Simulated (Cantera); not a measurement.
Source: NASA polynomial tables (part measured, part estimated), evaluated in Cantera. Values are per mole of reaction as written; species without (g) are pure solids or liquids, kept so even where they would boil at 1 bar. TiC: taken at fixed stoichiometry.

9 TiC + 3 CH₄(g) → 9 Ti + 2 C₆H₆(g)

| T (K) | ΔH° (kJ) | ΔS° (J/K) | ΔG° (kJ) | log10 K | condensed phases |
|---|---|---|---|---|---|
| 1150 | … | … | … | … | TiC(s), Ti(α) |
| 1250 | … | … | … | … | TiC(s), Ti(β) |
| 1350 | … | … | … | … | TiC(s), Ti(β) |
| 1450 | 2090.9 | 67.6 | 1992.9 | -71.79 | TiC(s), Ti(β) |
| 1550 | 2092.5 | 68.7 | 1986.0 | -66.93 | TiC(s), Ti(β) |

Fill in the missing entries.


- 1150, ΔH° (kJ): 2055.9
- 1150, ΔS° (J/K): 37.4
- 1150, ΔG° (kJ): 2012.8
- 1150, log10 K: -91.42
- 1250, ΔH° (kJ): 2090.2
- 1250, ΔS° (J/K): 67.1
- 1250, ΔG° (kJ): 2006.3
- 1250, log10 K: -83.84
- 1350, ΔH° (kJ): 2090.2
- 1350, ΔS° (J/K): 67.1
- 1350, ΔG° (kJ): 1999.6
- 1350, log10 K: -77.37
